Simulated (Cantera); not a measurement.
A Cantera script and its output.

```python
import numpy as np
import cantera as ct

gas = ct.Solution("gri30.yaml")
gas.TPX = 450, 190000, {'C3H8': 1, 'O2': 4.55, 'N2': 17.1}
flame = ct.FreeFlame(gas, width=0.026)
flame.set_refine_criteria(ratio=3, slope=0.08, curve=0.16)
flame.transport_model = "mixture-averaged"
flame.solve(loglevel=0, auto=True)
z, T = flame.grid, flame.T
thick = (T[-1] - T[0]) / np.gradient(T, z).max()
show = ['C3H8', 'O2', 'C2H6', 'CH2', 'NO', 'H2O']
print(f"laminar burning velocity  {flame.velocity[0] * 100:.3f} cm/s")
print(f"burnt temperature         {T[-1]:.1f} K")
print(f"thermal thickness         {thick * 1e3:.4f} mm")
print(f"grid points               {len(z)}")
z0 = z[flame.heat_release_rate.argmax()]
print(f"{'z/mm':>9s}{'T/K':>9s}{'u/(m/s)':>9s}" + "".join(f"{s:>11s}" for s in show))
rows = []
for k in (-3, -2, -1.5, -1, -0.5, -0.25, 0, 0.25, 0.5, 1, 2, 4, 8):
    zz = z0 + k * thick
    rows.append([k * thick, np.interp(zz, z, T), np.interp(zz, z, flame.velocity),
                 *(np.interp(zz, z, flame.X[gas.species_index(s)]) for s in show)])
    print(f"{rows[-1][0] * 1e3:9.3f}{rows[-1][1]:9.1f}{rows[-1][2]:9.3f}" + "".join(f"{x:11.3e}" for x in rows[-1][3:]))
```

Result:

```
laminar burning velocity  84.027 cm/s
burnt temperature         2362.4 K
thermal thickness         0.1677 mm
grid points               147
     z/mm      T/K  u/(m/s)       C3H8         O2       C2H6        CH2         NO        H2O
   -0.503    450.1    0.841  4.412e-02  2.007e-01  1.661e-08  1.700e-21  1.856e-10  1.874e-05
   -0.335    451.3    0.845  4.403e-02  2.002e-01  4.644e-07  1.228e-17  3.213e-09  2.485e-04
   -0.251    456.8    0.858  4.392e-02  1.992e-01  3.551e-06  3.495e-15  1.770e-08  1.115e-03
   -0.168    502.5    0.951  4.336e-02  1.941e-01  5.112e-05  7.184e-12  1.668e-07  6.922e-03
   -0.084    881.6    1.718  3.336e-02  1.567e-01  9.597e-04  1.088e-07  2.527e-06  4.319e-02
   -0.042   1318.4    2.655  1.300e-02  1.109e-01  1.487e-03  7.983e-06  6.598e-06  7.981e-02
    0.000   1736.5    3.581  4.746e-04  6.112e-02  2.047e-04  6.859e-05  1.371e-05  1.149e-01
    0.042   1930.0    3.987  5.349e-07  3.199e-02  1.544e-06  3.675e-05  2.405e-05  1.322e-01
    0.084   1991.9    4.098  6.500e-11  2.033e-02  2.701e-09  3.448e-06  3.235e-05  1.369e-01
    0.168   2052.0    4.191  9.679e-18  1.362e-02  6.256e-14  1.135e-08  4.050e-05  1.376e-01
    0.335   2122.5    4.311  1.312e-25  1.028e-02  3.308e-19  1.732e-12  4.902e-05  1.397e-01
    0.671   2198.4    4.444  1.760e-36  7.568e-03  1.823e-26  3.267e-15  6.131e-05  1.444e-01
    1.341   2265.9    4.561 -4.636e-39  5.031e-03 -3.071e-28  2.150e-15  7.928e-05  1.489e-01
```

Detailed kinetics in Cantera: GRI-Mech 3.0 (53 species, 325 reactions). GRI-Mech 3.0 was tuned for natural gas; its chemistry of propane as a main component is partial and can be far from experiment. Burning velocities carry a grid error of a few per cent, more on coarse grids.
